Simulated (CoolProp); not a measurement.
Vapour-liquid equilibrium of isohexane (1) + benzene (2) at 1.07 MPa; x and y are mole fractions of (1).

The numbers come from the multi-fluid Helmholtz-energy mixture model, Lemmon 2006 and Thol 2012; pair parameters Bell 2016 in CoolProp.

```csv
x,bubble temperature (K),y at the bubble point,dew temperature at overall composition x (K),liquid density (mol/L)
0.05,452.6,0.086,453.8,8.578
0.125,449.0,0.196,451.3,8.298
0.2,446.1,0.287,448.8,8.026
0.275,443.7,0.367,446.5,7.763
0.35,441.7,0.439,444.2,7.511
0.425,440.0,0.507,442.1,7.270
0.5,438.5,0.571,440.2,7.040
0.575,437.2,0.634,438.4,6.821
0.65,436.1,0.697,436.9,6.612
0.725,435.1,0.760,435.6,6.413
0.8,434.2,0.824,434.6,6.224
0.875,433.5,0.889,433.6,6.043
0.95,432.8,0.955,432.8,5.870
```

No azeotrope shows between x = 0.05 and 0.95.

The pair parameters rest on a limited set of measurements; away from them the model extrapolates.
